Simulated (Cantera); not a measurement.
What does this Cantera script print?

```python
import numpy as np
import cantera as ct

gas = ct.Solution("gri30.yaml")
gas.TPX = 1175, 200, {'H2': 0.016, 'O2': 0.26}
reactor = ct.IdealGasConstPressureReactor(gas, energy="off", clone=False)
net = ct.ReactorNet([reactor])
net.rtol, net.atol = 1e-08, 1e-18
show = ['H2', 'O2', 'HO2', 'H2O', 'OH', 'O']
times = np.geomspace(2e-05, 7, 15)

steps = ct.SolutionArray(gas, extra=["t"])
rows = []
print(f"{'t/s':>10s}{'T/K':>9s}{'P/Pa':>11s}" + "".join(f"{s:>11s}" for s in show))
for t in times:
    while net.time < t:
        t_next = net.step()
        steps.append(gas.state, t=t_next)
    rows.append([np.interp(t, steps.t, y) for y in (steps.T, steps.P, *steps(*show).X.T)])
    print(f"{t:10.3e}{rows[-1][0]:9.1f}{rows[-1][1]:11.4g}" + "".join(f"{x:11.3e}" for x in rows[-1][2:]))
rate = np.gradient(steps.T, steps.t)
print("integrator steps:", len(steps.t))
if steps.T.max() > steps.T[0] + 200:
    print(f"time of steepest temperature rise: {steps.t[rate.argmax()]:.4e} s")
gas.TPX = 1175, 200, {'H2': 0.016, 'O2': 0.26}
gas.equilibrate("TP")
print(f"equilibrium (TP): T = {gas.T:.1f} K  " + "  ".join(f"{s} {gas[s].X[0]:.3e}" for s in show))
```

Result:

```
       t/s      T/K       P/Pa         H2         O2        HO2        H2O         OH          O
 2.000e-05   1175.0        200  5.797e-02  9.420e-01  9.283e-11  4.688e-14  2.719e-12  2.744e-12
 4.978e-05   1175.0        200  5.797e-02  9.420e-01  2.310e-10  6.940e-13  1.604e-11  1.640e-11
 1.239e-04   1175.0        200  5.797e-02  9.420e-01  5.750e-10  9.836e-12  8.907e-11  9.399e-11
 3.084e-04   1175.0        200  5.797e-02  9.420e-01  1.431e-09  1.266e-10  4.395e-10  4.993e-10
 7.674e-04   1175.0        200  5.797e-02  9.420e-01  3.562e-09  1.439e-09  1.931e-09  2.519e-09
 1.910e-03   1175.0        200  5.797e-02  9.420e-01  8.870e-09  1.748e-08  1.075e-08  1.620e-08
 4.754e-03   1175.0        200  5.797e-02  9.420e-01  2.229e-08  5.668e-07  2.400e-07  3.797e-07
 1.183e-02   1175.0        200  5.674e-02  9.411e-01  2.918e-07  8.967e-04  3.587e-04  5.765e-04
 2.945e-02   1175.0        200  1.272e-03  8.975e-01  6.441e-07  4.908e-02  3.797e-03  3.682e-02
 7.329e-02   1175.0        200  1.055e-03  8.983e-01  6.273e-07  5.000e-02  3.510e-03  3.659e-02
 1.824e-01   1175.0        200  9.847e-04  9.017e-01  6.212e-07  5.085e-02  3.397e-03  3.371e-02
 4.540e-01   1175.0        200  8.286e-04  9.088e-01  6.028e-07  5.261e-02  3.127e-03  2.765e-02
 1.130e+00   1175.0        200  5.466e-04  9.204e-01  5.470e-07  5.535e-02  2.555e-03  1.757e-02
 2.813e+00   1175.0        200  2.287e-04  9.322e-01  4.105e-07  5.789e-02  1.662e-03  7.127e-03
 7.000e+00   1175.0        200  5.737e-05  9.381e-01  2.155e-07  5.910e-02  8.351e-04  1.765e-03
integrator steps: 910
equilibrium (TP): T = 1175.0 K  H2 1.036e-08  O2 9.403e-01  HO2 5.077e-09  H2O 5.970e-02  OH 1.128e-05  O 3.187e-07
```

Model: GRI-Mech 3.0 (53 species, 325 reactions), integrated in Cantera. Radical loss at walls, strong at low pressure, is not modelled. The temperature is held fixed by assumption; the heat of reaction is taken as removed at once.
